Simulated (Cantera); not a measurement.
Input: 1 mol CH₃Cl, 0.047 mol F₂, held at 2225 K and 2.10 Pa.

Cantera equilibrium calculation (NASA polynomials, part measured and part estimated; ideal gas, pure solids and liquids). Candidate condensed phases: C, C₆H₆, C₇H₈, C₈H₁₈; 118 gas species. Rates play no part.

Base state: H 0.527, Cl 0.224, H₂ 0.139, HCl 0.0813, HF 0.0286, C₂H₂ (acetylene) 0.000407, C₃ 0.000190, C 0.000113 (mole fractions); condensed: C(graphite).

### Question
What changes in the equilibrium state with this change: F₂ from 0.047 to 0.21 mol?

### Answer
```csv
species,before,after
H,0.527,0.469
Cl,0.224,0.223
HF,0.0286,0.124
H₂,0.139,0.110
HCl,0.0813,0.0723
F,0.000101,0.000492
C₂H₂ (acetylene),0.000407,0.000323
"C(graphite), mol",0.995,0.995
```
